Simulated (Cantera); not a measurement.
A Cantera script and its output.

```python
import numpy as np
import cantera as ct

gas = ct.Solution("h2o2.yaml")
gas.TPX = 900, 2666, {'H2': 0.0064, 'O2': 1}
reactor = ct.IdealGasConstPressureReactor(gas, energy="off", clone=False)
net = ct.ReactorNet([reactor])
net.rtol, net.atol = 1e-08, 1e-18
show = ['H2', 'O2', 'OH', 'HO2', 'H2O2']
times = np.geomspace(0.0006, 10, 12)

steps = ct.SolutionArray(gas, extra=["t"])
rows = []
print(f"{'t/s':>10s}{'T/K':>9s}{'P/Pa':>11s}" + "".join(f"{s:>11s}" for s in show))
for t in times:
    while net.time < t:
        t_next = net.step()
        steps.append(gas.state, t=t_next)
    rows.append([np.interp(t, steps.t, y) for y in (steps.T, steps.P, *steps(*show).X.T)])
    print(f"{t:10.3e}{rows[-1][0]:9.1f}{rows[-1][1]:11.4g}" + "".join(f"{x:11.3e}" for x in rows[-1][2:]))
rate = np.gradient(steps.T, steps.t)
print("integrator steps:", len(steps.t))
if steps.T.max() > steps.T[0] + 200:
    print(f"time of steepest temperature rise: {steps.t[rate.argmax()]:.4e} s")
gas.TPX = 900, 2666, {'H2': 0.0064, 'O2': 1}
gas.equilibrate("TP")
print(f"equilibrium (TP): T = {gas.T:.1f} K  " + "  ".join(f"{s} {gas[s].X[0]:.3e}" for s in show))
```

It prints:

```
       t/s      T/K       P/Pa         H2         O2         OH        HO2       H2O2
 6.000e-04    900.0       2666  6.359e-03  9.936e-01  2.321e-12  3.777e-12  3.761e-17
 1.452e-03    900.0       2666  6.359e-03  9.936e-01  7.949e-12  9.769e-12  2.301e-16
 3.514e-03    900.0       2666  6.359e-03  9.936e-01  4.774e-11  3.099e-11  1.564e-15
 8.503e-03    900.0       2666  6.359e-03  9.936e-01  1.954e-09  5.272e-10  2.864e-14
 2.058e-02    900.0       2666  6.311e-03  9.936e-01  1.319e-05  2.508e-06  1.832e-09
 4.979e-02    900.0       2666  3.696e-04  9.930e-01  1.261e-04  4.381e-06  1.235e-07
 1.205e-01    900.0       2666  5.991e-05  9.935e-01  2.911e-05  1.185e-06  3.701e-08
 2.916e-01    900.0       2666  1.619e-05  9.936e-01  1.146e-05  4.375e-07  1.819e-08
 7.056e-01    900.0       2666  4.746e-06  9.936e-01  5.306e-06  1.664e-07  1.040e-08
 1.708e+00    900.0       2666  1.294e-06  9.936e-01  2.603e-06  5.732e-08  5.608e-09
 4.132e+00    900.0       2666  2.931e-07  9.936e-01  1.310e-06  1.740e-08  2.618e-09
 1.000e+01    900.0       2666  4.979e-08  9.936e-01  6.695e-07  4.888e-09  1.047e-09
integrator steps: 1105
equilibrium (TP): T = 900.0 K  H2 1.262e-13  O2 9.936e-01  OH 1.213e-08  HO2 5.158e-11  H2O2 7.067e-13
```

Model: the H2/O2 subset of GRI-Mech 3.0, which has no nitrogen chemistry, integrated in Cantera. Radical loss at walls, strong at low pressure, is not modelled. Below about 950 K walls govern HO2 and H2O2 in real vessels.
